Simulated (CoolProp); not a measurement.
R407C along the isotherm 226.85 °C: fugacity coefficient from the reference equation and from simpler models built on Tc = 86.2 °C, pc = 4.632 MPa, ω = 0.363; each cubic takes its own stable root.

The numbers come from the reference Helmholtz-energy equation of state, Lemmon 2003 in CoolProp. It is a pseudo-pure fit of the blend.

```
p (MPa)          phase  reference
-------  -------------  ---------
5.79     supercritical     0.8792
11.6     supercritical     0.7812
17.4     supercritical     0.7113
23.2     supercritical     0.6673
28.9     supercritical     0.6430
34.7     supercritical     0.6318
40.5     supercritical     0.6304
46.3     supercritical     0.6365
```

Q: How far does each simpler model (van der Waals, Redlich-Kwong, Soave-Redlich-Kwong) lie from the reference over these 8 states: mean and median of the absolute difference, and the worst?

A: 
- van der Waals: mean 7.1 %, median 7.8 %, worst -10.9 % at 226.85 °C and 17.4 MPa
- Redlich-Kwong: mean 5.6 %, median 6.1 %, worst -6.6 % at 226.85 °C and 23.2 MPa
- Soave-Redlich-Kwong: mean 14.7 %, median 15.8 %, worst +24.0 % at 226.85 °C and 46.3 MPa
